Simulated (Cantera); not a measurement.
CO + O₂ (carbon deposition, reforming and gasification)

A closed system holds: 1 mol CO, 0.014 mol O₂, held at 1502 °C and 0.133 bar.

Equilibrium computed with Cantera from the NASA thermochemical tables; the gas is ideal and each condensed phase is pure. Candidate condensed phases: C; 12 gas species. Rates play no part.

The x(CO) comes out as 0.972 and the x(CO₂) is 0.0280. The gas amount is 1.000 mol and the log10 activity of C(graphite) (absent) is -3.41.
